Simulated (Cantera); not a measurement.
A closed system holds: 1 mol CO, 0.052 mol O₂, 9.5 mol H₂, at 7.50 Torr.

Equilibrium computed with Cantera from the NASA thermochemical tables; the gas is ideal and each condensed phase is pure. Candidate condensed phases: C, C₆H₆, C₇H₈, C₈H₁₈, H₂O; 110 gas species. The numbers say what is thermodynamically allowed, not how fast it happens.

Task: At 2627 °C, list the 6 most abundant gas species with their mole fractions, and the condensed phases.

Result: H 0.629, H₂ 0.299, CO 0.0649, H₂O 0.00268, O 0.00225, OH 0.00173. Condensed: gas only.
